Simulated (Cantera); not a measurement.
Cantera run:

```python
import numpy as np
import cantera as ct

gas_names = """
    H2 OH
""".split()
cond_names = """
    ZrO2(a) ZrO2(b) ZrO2(L) Zr(a) Zr(b) Zr(L)
""".split()


# ... load() reads the species with a 1 bar reference pressure and builds the phases ...
species = {s.name: s for s in load("nasa_gas.yaml", gas_names) + load("nasa_condensed.yaml", cond_names)}
# Each term lists the table entries of one substance; the one whose range holds T is used.
reactions = {
    'H2(g) + ZrO2 = 2 OH(g) + Zr':
        [(-1, ['H2']), (-1, ['ZrO2(a)', 'ZrO2(b)', 'ZrO2(L)']), (2, ['OH']), (1, ['Zr(a)', 'Zr(b)', 'Zr(L)'])],
}


def pick(names, T):
    return next(species[n] for n in names if species[n].thermo.min_temp <= T <= species[n].thermo.max_temp)


results = []
for label, terms in reactions.items():
    print(label)
    print("     T/K   dH/kJ  dS/(J/K)   dG/kJ   log10 K")
    for T in [1625, 1675, 1725, 1775, 1825, 1875, 1925]:
        used = [(nu, pick(names, T)) for nu, names in terms]
        dH = sum(nu * s.thermo.h(T) for nu, s in used) / 1e6
        dS = sum(nu * s.thermo.s(T) for nu, s in used) / 1e3
        dG = dH - T * dS / 1e3
        logK = -dG * 1e6 / (ct.gas_constant * T * np.log(10))
        results.append((label, T, dH, dS, dG, logK, [s.name for _, s in used]))
        print(f"{T:8g} {dH:8.1f} {dS:8.1f} {dG:8.1f} {logK:8.2f}")
```

It prints:

```
H2(g) + ZrO2 = 2 OH(g) + Zr
     T/K   dH/kJ  dS/(J/K)   dG/kJ   log10 K
    1625   1156.9    204.9    824.0   -26.49
    1675   1156.4    204.6    813.7   -25.38
    1725   1156.0    204.3    803.5   -24.33
    1775   1155.6    204.1    793.3   -23.34
    1825   1155.2    203.9    783.1   -22.41
    1875   1154.9    203.7    772.9   -21.53
    1925   1154.6    203.5    762.7   -20.70
```

Cantera with NASA thermochemical tables; ideal gases at 1 bar, condensed phases pure. Condensed species are held in their standard states even where they would react or evaporate.
